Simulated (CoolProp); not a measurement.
Hexamethyldisiloxane (MM) along the isobar 2.21 MPa: density (kg/m³) from the reference equation and from simpler models built on Tc = 518.7 K, pc = 1.931 MPa, ω = 0.418; each cubic takes its own stable root.

Model: reference Helmholtz-energy equation of state, Thol 2016, in CoolProp.

```
T (K)   phase  reference  van der Waals  Redlich-Kwong  Soave-Redlich-Kwong  Peng-Robinson
-----  ------  ---------  -------------  -------------  -------------------  -------------
259.7  liquid      802.0          483.9          712.6                738.2          828.9
273.7  liquid      787.9          477.4          701.3                728.7          818.8
287.7  liquid      773.7          470.7          689.5                718.6          808.1
301.7  liquid      759.3          463.8          677.1                707.9          796.6
315.8  liquid      744.7          456.6          664.2                696.4          784.3
329.8  liquid      729.9          449.2          650.7                684.3          771.1
343.8  liquid      714.8          441.5          636.6                671.3          757.0
357.8  liquid      699.3          433.4          621.7                657.4          741.9
371.8  liquid      683.4          425.0          606.2                642.4          725.5
385.9  liquid      666.9          416.2          589.6                626.3          707.6
399.9  liquid      649.9          406.8          572.3                608.9          688.3
413.9  liquid      632.1          397.0          553.8                590.1          667.2
427.9  liquid      613.3          386.4          534.0                569.5          644.0
441.9  liquid      593.2          375.0          512.7                546.7          618.2
```
